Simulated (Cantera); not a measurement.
## Equilibrium for chlorosilane synthesis and conversion: SiCl4 + Cl2 + H2 + HCl

Feed: 1 mol SiCl4, 1.6 mol Cl2, a varied amount of H2, 0.75 mol HCl, equilibrated at 1250 K and 4.20 bar.

Method: chemical equilibrium by Gibbs-energy minimisation in Cantera with the NASA 1993 tables (ideal gas, pure condensed phases). Candidate condensed phases: Si; 19 gas species. The tables' values for SiCl3 are old estimates; treat these amounts as uncertain. The numbers say what is thermodynamically allowed, not how fast it happens.

```json
[
 {"n(H2) (mol)": "0.31", "log p HCl": "0.20", "log p H2": "-8.33", "log p Cl2": "0.17", "log p SiCl4": "0.06", "log p SiHCl3": "-9.91", "log p Cl": "-2.02", "log p SiCl3": "-6.40"},
 {"n(H2) (mol)": "0.48", "log p HCl": "0.27", "log p H2": "-8.09", "log p Cl2": "0.09", "log p SiCl4": "0.04", "log p SiHCl3": "-9.78", "log p Cl": "-2.06", "log p SiCl3": "-6.38"},
 {"n(H2) (mol)": "0.75", "log p HCl": "0.36", "log p H2": "-7.77", "log p Cl2": "-0.06", "log p SiCl4": "0.01", "log p SiHCl3": "-9.57", "log p Cl": "-2.14", "log p SiCl3": "-6.33"},
 {"n(H2) (mol)": "1.2", "log p HCl": "0.46", "log p H2": "-7.19", "log p Cl2": "-0.44", "log p SiCl4": "-0.04", "log p SiHCl3": "-9.14", "log p Cl": "-2.33", "log p SiCl3": "-6.19"},
 {"n(H2) (mol)": "1.8", "log p HCl": "0.51", "log p H2": "-0.79", "log p Cl2": "-6.74", "log p SiCl4": "-0.09", "log p SiHCl3": "-2.84", "log p Cl": "-5.48", "log p SiCl3": "-3.09"},
 {"n(H2) (mol)": "2.8", "log p HCl": "0.43", "log p H2": "-0.09", "log p Cl2": "-7.60", "log p SiCl4": "-0.17", "log p SiHCl3": "-2.14", "log p Cl": "-5.91", "log p SiCl3": "-2.75"},
 {"n(H2) (mol)": "4.4", "log p HCl": "0.33", "log p H2": "0.18", "log p Cl2": "-8.06", "log p SiCl4": "-0.28", "log p SiHCl3": "-1.88", "log p Cl": "-6.14", "log p SiCl3": "-2.62"},
 {"n(H2) (mol)": "6.8", "log p HCl": "0.22", "log p H2": "0.33", "log p Cl2": "-8.44", "log p SiCl4": "-0.41", "log p SiHCl3": "-1.75", "log p Cl": "-6.33", "log p SiCl3": "-2.56"},
 {"n(H2) (mol)": "11", "log p HCl": "0.07", "log p H2": "0.44", "log p Cl2": "-8.84", "log p SiCl4": "-0.57", "log p SiHCl3": "-1.66", "log p Cl": "-6.53", "log p SiCl3": "-2.52"},
 {"n(H2) (mol)": "17", "log p HCl": "-0.07", "log p H2": "0.50", "log p Cl2": "-9.20", "log p SiCl4": "-0.75", "log p SiHCl3": "-1.62", "log p Cl": "-6.71", "log p SiCl3": "-2.52"}
]
```
log p: log10 of the partial pressure in bar; nothing condenses.

From 0.31 mol H2 to 17 mol H2 nothing is condensed. The main Si-bearing gas is SiCl4 throughout.
